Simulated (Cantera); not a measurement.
Standard-state values (1 bar) from the NASA 1993 polynomials, evaluated with Cantera. Values are per mole of reaction as written; species without (g) are pure solids or liquids, kept so even where they would boil at 1 bar.

Between 1348 and 1748 K, where is each reaction favourable under standard conditions?
- 3 CCl₄(g) + 4 Ti = 3 C + 4 TiCl₃(g)


- 3 CCl₄(g) + 4 Ti = 3 C + 4 TiCl₃(g): ΔG° is -2148 kJ at 1348 K and -2214 kJ at 1748 K; it stays negative (K > 1). ΔH° is -1937 kJ and ΔS° 158 J/K at 1748 K.
